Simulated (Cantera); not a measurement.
An isothermal, constant-pressure homogeneous reactor starts with NO : N2 = 2.9 : 1.5 (molar parts), at 1925 K and 113 Torr.

Computed with Cantera and GRI-Mech 3.0 (53 species, 325 reactions).

Question: Predict: x(NO) at 6.00 s; x(NO2) at 6.00 s; x(O2) at 6.00 s; x(O) at 6.00 s; x(N2) at 6.00 s.

Answer: 
```
Quantity                                              Value
----------------  -----------------------------------------
x(NO) at 6.00 s       0.230 (gas-phase equilibrium 0.00711)
x(NO2) at 6.00 s   0.000176 (gas-phase equilibrium 6.73e-6)
x(O2) at 6.00 s         0.214 (gas-phase equilibrium 0.326)
x(O) at 6.00 s    0.000449 (gas-phase equilibrium 0.000545)
x(N2) at 6.00 s         0.555 (gas-phase equilibrium 0.667)
```
